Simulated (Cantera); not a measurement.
**Equilibrium for roasting and sulfation: MgCO3 + SO3 + CO2**

A closed system holds: 1 mol MgCO3, 2.8 mol SO3, 6.6 mol CO2, held at 948.15 K and 1 atm.

Method: chemical equilibrium by Gibbs-energy minimisation in Cantera with the NASA 1993 tables (ideal gas, pure condensed phases). Candidate condensed phases: C, Mg, MgCO3, MgO, MgS, MgSO4, S; 26 gas species. Rates play no part.

| Item | Value |
|---|---|
| x(CO2) | 0.767 |
| x(SO2) | 0.102 |
| x(SO3) | 0.0797 |
| x(O2) | 0.0510 |
| n(MgSO4(s)) | 1.00 mol |
| gas amount | 9.905 mol |
| log10 activity of MgCO3(s) (absent) | -7.58 |
| log10 activity of S(l) (absent) | -16.02 |
| log10 activity of C(graphite) (absent) | -20.63 |
